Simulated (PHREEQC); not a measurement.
HF is added in steps, without added water, to 1 kg of water holding 8.7 mmol/kgw NH3, at 80 °C. O2 is buffered at 0.21 atm. The system is closed to CO2. Precipitation was switched off in this run.

Base run: PHREEQC, ion-association model, wateq4f.dat. Each further column changes one thing. The table gives HF (mol/kgw).

```tsv
HF added (mol)	base	Davies equation for every ion	metal-ligand complexes left out	database phreeqc.dat	all activity coefficients set to 1
0	0	0	0	0	0
0.0033	1.17e-7	1.17e-7	1.17e-7	1.16e-7	(withheld)
0.0077	3.15e-6	3.16e-6	3.15e-6	3.13e-6	(withheld)
0.011	0.00215	0.00215	0.00215	0.00215	(withheld)
0.0143	0.00522	0.00522	0.00522	0.00524	(withheld)
0.0187	0.00930	0.00930	0.00930	0.00935	(withheld)
0.022	0.0124	0.0123	0.0124	0.0124	0.0124
```

Complete the blanks.


- 0.0033, all activity coefficients set to 1: 1.25e-7
- 0.0077, all activity coefficients set to 1: 3.50e-6
- 0.011, all activity coefficients set to 1: 0.00216
- 0.0143, all activity coefficients set to 1: 0.00525
- 0.0187, all activity coefficients set to 1: 0.00936

At this temperature some constants are extrapolated from 25 °C, and those without enthalpy data are left unchanged. phreeqc.dat and wateq4f.dat share most of their constants, so their agreement is no independent check.
